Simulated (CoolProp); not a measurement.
The numbers come from the reference Helmholtz-energy equation of state, Lemmon 2013 in CoolProp.

### Question
For propylene, give the phase and the cp (kJ/(kg K)), cv (kJ/(kg K)) at 411.5 K and 0.759 MPa; 411.5 K and 2.28 MPa; 411.5 K and 9.87 MPa.

### Answer
- 411.5 K and 0.759 MPa: gas; cp 2.00, cv 1.77
- 411.5 K and 2.28 MPa: gas; cp 2.15, cv 1.80
- 411.5 K and 9.87 MPa: supercritical; cp 4.17, cv 1.95
